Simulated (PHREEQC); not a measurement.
Solution (25 °C): 0.14 mol CuSO4, 0.0023 mol NiCl2 and 0.18 mol H2SO4 per kg of water. Closed to the air; pH follows from the charge balance.

The numbers come from PHREEQC with the ion-association model, wateq4f.dat.

**Question.** The ionic strength comes out as 0.482 mol/kgw. What activity coefficients do Cl-, Ni(SO4)2-2, Cu+2, HSO4-, H+ get?

**Answer.** Cl- 0.65, Ni(SO4)2-2 0.29, Cu+2 0.25, HSO4- 0.67, H+ 0.77.

No solid was allowed to form.
